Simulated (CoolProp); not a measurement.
Vapour-liquid equilibrium of carbonyl sulfide (1) + propane (2) at 6.61 kPa; x and y are mole fractions of (1).

Model: multi-fluid Helmholtz-energy mixture model, Lemmon 2006 and Lemmon 2009; pair parameters Bell 2016, in CoolProp.

```
x     bubble temperature (K)  y at the bubble point  dew temperature at overall composition x (K)  liquid density (mol/L)
----  ----------------------  ---------------------  --------------------------------------------  ----------------------
0.05                   182.9                  0.092                                         183.1                   14.61
0.15                   181.9                  0.239                                         182.5                   15.12
0.25                   181.1                  0.356                                         181.8                   15.67
0.35                   180.5                  0.459                                         181.2                   16.25
0.45                   180.0                  0.553                                         180.6                   16.87
0.55                   179.5                  0.642                                         180.0                   17.53
0.65                   179.1                  0.729                                         179.5                   18.23
0.75                   178.6                  0.813                                         179.0                   18.98
0.85                   178.2                  0.892                                         178.4                   19.78
0.95                   177.8                  0.966                                         177.9                   20.64
```

No azeotrope shows between x = 0.05 and 0.95.

The pair parameters rest on a limited set of measurements; away from them the model extrapolates.
